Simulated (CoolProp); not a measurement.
A Linde-Hampson liquefier for methane: isothermal reversible compression at 230 K from 1 atm to 15 MPa, throttling to 1 atm, return gas leaving the recuperator 10 K below the feed. Each further row changes one setting.

Values from CoolProp's reference Helmholtz-energy equation of state, Setzmann 1991.

| case | liquid yield per pass | compression work (kJ/kg of gas) |
|---|---|---|
| as stated | 0.351 | 520 |
| high pressure 30 MPa | 0.394 | 577 |
| warm-end temperature 260 K | 0.230 | 620 |
| warm-end gap 15 K | 0.342 | 520 |
